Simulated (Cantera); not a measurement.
# Equilibrium for metals in furnace atmospheres: Fe + H2O + N2 + CO2

Feed: 1 mol Fe, 20 mol H2O, 2 mol N2, 0.17 mol CO2, at 10.0 mbar.

Equilibrium computed with Cantera from the NASA thermochemical tables; the gas is ideal and each condensed phase is pure. Candidate condensed phases: C, C6H6, C7H8, C8H18, Fe, Fe(CO)5, FeO, Fe(OH)2, Fe(OH)3, Fe2O3, Fe3O4, H2O; 140 gas species. The tables' stoichiometric FeO is somewhat more stable than real wüstite, so its field is too wide. FeO: taken at fixed stoichiometry. Equilibrium is a limit: real reactors are often held back by kinetics, nucleation or transport.

```csv
T (K),x H2O,x N2,x H2,x CO2,n FeO(s),n FeO(l)
1125,0.857,0.0902,0.0447,0.00725,1.000,0
1200,0.858,0.0902,0.0446,0.00716,1.000,0
1275,0.858,0.0902,0.0445,0.00706,1.000,0
1350,0.858,0.0902,0.0444,0.00696,1.000,0
1425,0.858,0.0902,0.0443,0.00686,1.000,0
1500,0.858,0.0902,0.0442,0.00677,1.000,0
1575,0.858,0.0902,0.0441,0.00667,0.999,0
1650,0.858,0.0902,0.0440,0.00658,0,0.999
1725,0.857,0.0902,0.0440,0.00649,0,0.998
1800,0.856,0.0901,0.0441,0.00640,0,0.995
1875,0.853,0.0900,0.0447,0.00629,0,0.990
1950,0.847,0.0896,0.0465,0.00614,0,0.979
```
x: gas mole fraction; n: condensed amount in mol.

From 1125 K to 1575 K the condensed part is FeO(s). From 1650 K to 1950 K the condensed part is FeO(l). The main Fe-bearing gas is Fe(OH)2 at 1125 K and Fe at 1950 K.
